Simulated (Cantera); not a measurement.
A diamond (100) surface in a fixed gas of H2 with x(CH4) = 0.0033, x(CH3) = 0.00083, at 973 K, 12.0 Torr; coverages are run to steady state.

Computed with Cantera and the Harris–Goodwin 1993 mechanism for the reconstructed diamond (100) surface.

θ: site fractions in the mechanism's names (c6HH fully hydrogenated, c6H* and c6*H radical sites, c6** diradical, c6HM methylated).

```json
[
 {"x(H)": "0.0001", "growth (µm/h)": "0.501", "θ c6HH": "0.299", "θ c6H*": "0.00669", "θ c6*H": "0.148", "θ c6**": "0.000916", "θ c6HM": "0.408"},
 {"x(H)": "0.00025", "growth (µm/h)": "[?]", "θ c6HH": "[?]", "θ c6H*": "[?]", "θ c6*H": "[?]", "θ c6**": "[?]", "θ c6HM": "[?]"},
 {"x(H)": "0.00062", "growth (µm/h)": "2.25", "θ c6HH": "0.382", "θ c6H*": "0.00947", "θ c6*H": "0.210", "θ c6**": "0.00333", "θ c6HM": "0.296"},
 {"x(H)": "0.0015", "growth (µm/h)": "3.61", "θ c6HH": "0.462", "θ c6H*": "0.0117", "θ c6*H": "0.259", "θ c6**": "0.00500", "θ c6HM": "0.196"},
 {"x(H)": "0.0038", "growth (µm/h)": "4.84", "θ c6HH": "0.537", "θ c6H*": "0.0137", "θ c6*H": "0.304", "θ c6**": "0.00646", "θ c6HM": "0.104"},
 {"x(H)": "0.0095", "growth (µm/h)": "5.59", "θ c6HH": "0.582", "θ c6H*": "0.0150", "θ c6*H": "0.331", "θ c6**": "0.00734", "θ c6HM": "0.0481"},
 {"x(H)": "0.023", "growth (µm/h)": "5.95", "θ c6HH": "0.604", "θ c6H*": "0.0156", "θ c6*H": "0.344", "θ c6**": "0.00776", "θ c6HM": "0.0212"},
 {"x(H)": "0.058", "growth (µm/h)": "6.12", "θ c6HH": "0.614", "θ c6H*": "0.0160", "θ c6*H": "0.350", "θ c6**": "0.00797", "θ c6HM": "0.00863"},
 {"x(H)": "0.14", "growth (µm/h)": "6.19", "θ c6HH": "0.618", "θ c6H*": "0.0164", "θ c6*H": "0.352", "θ c6**": "0.00808", "θ c6HM": "[?]"}
]
```

### Question
Complete the blanks.

### Answer

- 0.00025, growth (µm/h): 1.14
- 0.00025, θ c6HH: 0.323
- 0.00025, θ c6H*: 0.00771
- 0.00025, θ c6*H: 0.171
- 0.00025, θ c6**: 0.00187
- 0.00025, θ c6HM: 0.372
- 0.14, θ c6HM: 0.00362
